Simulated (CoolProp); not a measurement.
Properties of the fluoroketone C6F12O (FK-5-1-12) along the isotherm 238.7 K.

Model: reference Helmholtz-energy equation of state, McLinden 2015, in CoolProp.

```csv
p (kPa),phase,density (kg/m³),cp (kJ/(kg K)),Joule-Thomson coefficient (K/MPa),isothermal compressibility (1/MPa),fugacity coefficient
850,liquid,1773,1.091,-0.3295,0.001434,0.001835
1700,liquid,1775,1.091,[?],0.001414,0.0009900
2550,liquid,1777,1.090,-0.3322,0.001394,0.0007123
3400,liquid,1779,1.089,-0.3335,0.001376,0.0005765
4250,liquid,1781,1.089,-0.3348,0.001358,[?]
5100,liquid,1783,1.088,-0.3360,0.001340,0.0004474
5950,liquid,1785,1.088,-0.3371,0.001323,0.0004137
6800,liquid,1787,1.087,-0.3383,0.001307,0.0003905
7650,liquid,[?],1.087,-0.3394,[?],0.0003744
8500,liquid,1791,1.086,-0.3404,0.001275,0.0003634
9350,liquid,1793,1.086,-0.3414,0.001260,0.0003563
```

Q: Some entries are withheld; supply them.

A: 
- 1700, Joule-Thomson coefficient (K/MPa): -0.3309
- 4250, fugacity coefficient: 0.0004976
- 7650, density (kg/m³): 1789
- 7650, isothermal compressibility (1/MPa): 0.001291
